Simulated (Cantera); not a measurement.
Gas mixture: CO2 : O2 = 0.55 : 0.5 (molar parts), at 100000 Pa, frozen composition.

Cantera's kinetic-theory transport with the Lennard-Jones parameters of GRI-Mech 3.0, ideal gas; thermal conductivity in the mixture-averaged form.

One state of this run: ρ (kg/m³) = 0.400; cp (J/kg/K) = 1205; μ (µPa s) = 48.3; λ (mW/m/K) = 80.3; Pr = 0.725; D (cm²/s) H2 = 7.09; D (cm²/s) O = 2.90; D (cm²/s) OH = 2.84. D: mixture-averaged diffusion coefficient of that species in the mixture.

### Question
Which value of T (K) does it belong to?
A) 650
B) 1150
C) 1650
D) 900

### Answer
B, 1150
